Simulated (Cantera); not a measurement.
An isothermal, constant-pressure homogeneous reactor starts with 2.86 % CH₄, 97.1 % N₂, at 1925 K and 29.0 Pa.

Detailed kinetics in Cantera: GRI-Mech 3.0 (53 species, 325 reactions). GRI-Mech 3.0 stops at C3 and has no aromatics, soot or wall deposition, so with more carbon than oxygen in the feed, carbon stays in small species such as C2H2 where larger ones or solid carbon would form. Radical loss at walls, strong at low pressure, is not modelled.

x: mole fraction; the columns are a selection and need not sum to one.

| t (s) | x CH₄ | x C₂H₂ | x C₂H | x H | x HCN | x CH₃ |
|---|---|---|---|---|---|---|
| 0.000200 | 0.0286 | <1e-12 | <1e-12 | 3.55e-7 | <1e-12 | … |
| 0.000469 | 0.0286 | <1e-12 | <1e-12 | 7.87e-7 | <1e-12 | … |
| 0.00110 | 0.0286 | <1e-12 | <1e-12 | 1.63e-6 | <1e-12 | … |
| 0.00257 | 0.0286 | <1e-12 | <1e-12 | 2.91e-6 | <1e-12 | … |
| 0.00602 | 0.0286 | 3.11e-12 | <1e-12 | 4.05e-6 | <1e-12 | … |
| 0.0141 | 0.0285 | 1.65e-10 | <1e-12 | 4.40e-6 | 2.66e-12 | … |
| 0.0331 | 0.0285 | 6.97e-9 | <1e-12 | 4.49e-6 | 2.05e-11 | … |
| 0.0775 | 0.0283 | 2.40e-7 | 1.30e-11 | 5.02e-6 | 1.92e-10 | … |
| 0.181 | 0.0278 | 7.23e-6 | 9.45e-10 | 8.14e-6 | 2.25e-9 | … |
| 0.425 | 0.0261 | 0.000189 | 3.40e-8 | 2.62e-5 | 4.22e-8 | … |
| 0.996 | 0.0183 | 0.00291 | 3.90e-7 | 0.000112 | 1.09e-6 | … |
| 2.33 | 0.00728 | 0.00954 | 1.13e-6 | 0.000246 | 8.83e-6 | … |
| 5.47 | 0.00203 | 0.0127 | 1.80e-6 | 0.000379 | 2.73e-5 | … |
| 12.8 | 0.000405 | 0.0136 | 2.72e-6 | 0.000568 | 6.07e-5 | … |
| 30.0 | 6.37e-5 | 0.0138 | 3.82e-6 | 0.000795 | 0.000107 | … |

Complete the blanks.


- 0.000200, x CH₃: 3.85e-7
- 0.000469, x CH₃: 9.47e-7
- 0.00110, x CH₃: 2.43e-6
- 0.00257, x CH₃: 6.61e-6
- 0.00602, x CH₃: 1.82e-5
- 0.0141, x CH₃: 4.77e-5
- 0.0331, x CH₃: 0.000117
- 0.0775, x CH₃: 0.000279
- 0.181, x CH₃: 0.000648
- 0.425, x CH₃: 0.00139
- 0.996, x CH₃: 0.00193
- 2.33, x CH₃: 0.00104
- 5.47, x CH₃: 0.000385
- 12.8, x CH₃: 0.000111
- 30.0, x CH₃: 2.45e-5
